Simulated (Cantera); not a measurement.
Feed: 1 mol SiH2Cl2, 3.8 mol HCl, 20 mol N2, 0.013 mol H2O, equilibrated at 13300 Pa.

Cantera equilibrium calculation (NASA polynomials, part measured and part estimated; ideal gas, pure solids and liquids). Candidate condensed phases: H2O, NH4Cl, Si, SiO2, Si2N2O, Si3N4; 47 gas species. N2 is the only nitrogen source here; it is nearly inert below about 1500 K, so the nitride shown seldom forms there in practice. Mutual solubility and eutectic melting of coexisting phases are not modelled. Rates play no part.

### Question
What share of the Si ends up in condensed phases as a function of T (K), at 1100, 1150, 1200, 1250, 1300, 1350, 1400, 1450, 1500?

### Answer
```json
[
 {"T (K)": "1100", "Si condensed (%)": "42.6", "as": "Si2N2O(s) + Si3N4(s)"},
 {"T (K)": "1150", "Si condensed (%)": "44.0", "as": "Si2N2O(s) + Si3N4(s)"},
 {"T (K)": "1200", "Si condensed (%)": "45.2", "as": "Si2N2O(s) + Si3N4(s)"},
 {"T (K)": "1250", "Si condensed (%)": "46.0", "as": "Si2N2O(s) + Si3N4(s)"},
 {"T (K)": "1300", "Si condensed (%)": "46.2", "as": "Si2N2O(s) + Si3N4(s)"},
 {"T (K)": "1350", "Si condensed (%)": "45.6", "as": "Si2N2O(s) + Si3N4(s)"},
 {"T (K)": "1400", "Si condensed (%)": "43.4", "as": "Si2N2O(s) + Si3N4(s)"},
 {"T (K)": "1450", "Si condensed (%)": "38.8", "as": "Si2N2O(s) + Si3N4(s)"},
 {"T (K)": "1500", "Si condensed (%)": "30.7", "as": "Si2N2O(s) + Si3N4(s)"}
]
```
